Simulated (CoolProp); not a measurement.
R1234ze(E) along the isotherm 420 K: density (kg/m³) from the reference equation and from simpler models built on Tc = 382.5 K, pc = 3635 kPa, ω = 0.313; each cubic takes its own stable root.

Model: reference Helmholtz-energy equation of state, Thol 2016, in CoolProp.

```json
[
 {"p (kPa)": "1150", "phase": "gas", "reference": "40.98"},
 {"p (kPa)": "2310", "phase": "gas", "reference": "91.46"},
 {"p (kPa)": "3460", "phase": "gas", "reference": "156.4"},
 {"p (kPa)": "4620", "phase": "supercritical", "reference": "250.2"},
 {"p (kPa)": "5770", "phase": "supercritical", "reference": "394.0"},
 {"p (kPa)": "6920", "phase": "supercritical", "reference": "548.8"},
 {"p (kPa)": "8080", "phase": "supercritical", "reference": "646.7"},
 {"p (kPa)": "9230", "phase": "supercritical", "reference": "707.0"},
 {"p (kPa)": "10400", "phase": "supercritical", "reference": "750.1"},
 {"p (kPa)": "11500", "phase": "supercritical", "reference": "781.3"},
 {"p (kPa)": "12700", "phase": "supercritical", "reference": "808.9"},
 {"p (kPa)": "13800", "phase": "supercritical", "reference": "830.2"},
 {"p (kPa)": "15000", "phase": "supercritical", "reference": "850.2"}
]
```

Q: How far does each simpler model (van der Waals, Peng-Robinson) lie from the reference over these 13 states: mean and median of the absolute difference, and the worst?

A: 
- van der Waals: mean 13.7 %, median 16.0 %, worst -23.2 % at 420 K and 15000 kPa
- Peng-Robinson: mean 3.9 %, median 3.2 %, worst -8.1 % at 420 K and 8080 kPa
